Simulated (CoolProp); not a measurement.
Vapour-liquid equilibrium of isobutene (1) + ethanol (2) at 794 kPa; x and y are mole fractions of (1).

Model: multi-fluid Helmholtz-energy mixture model, Lemmon 2005 and Schroeder 2014; pair parameters Bell 2016, in CoolProp.

```
x      bubble temperature, mixture model (°C)  bubble temperature, Raoult's law (°C)  y, mixture model  y, Raoult's law
-----  --------------------------------------  -------------------------------------  ----------------  ---------------
0.05                                    125.1                                  134.8             0.371            0.214
0.125                                   101.2                                  125.0             0.711            0.453
0.2                                      84.4                                  116.0             0.845            0.619
0.275                                    75.2                                  107.8                 ?            0.734
0.35                                     70.8                                  100.4             0.914            0.814
0.425                                    68.9                                   93.8             0.922            0.869
0.5                                      68.2                                   87.9             0.925            0.908
0.575                                    67.9                                   82.6             0.926            0.936
0.65                                     67.4                                   77.8             0.928            0.956
0.725                                       ?                                   73.5             0.933            0.971
0.8                                      65.5                                   69.6             0.942            0.982
0.875                                    63.9                                   66.0             0.956            0.990
0.95                                        ?                                   62.7             0.979            0.997
```

Task: What belongs in the gaps?

Result: 
- 0.275, y, mixture model: 0.895
- 0.725, bubble temperature, mixture model (°C): 66.7
- 0.95, bubble temperature, mixture model (°C): 62.1

The largest gap from Raoult's law is -32.6 K in bubble temperature, at x = 0.275. No azeotrope shows between x = 0.05 and 0.95.

Pair parameters are fitted to limited data, so mixtures are less certain than the pure fluids. With so large a gap from Raoult's law the liquid may split in two, which this calculation doesn't test in full.
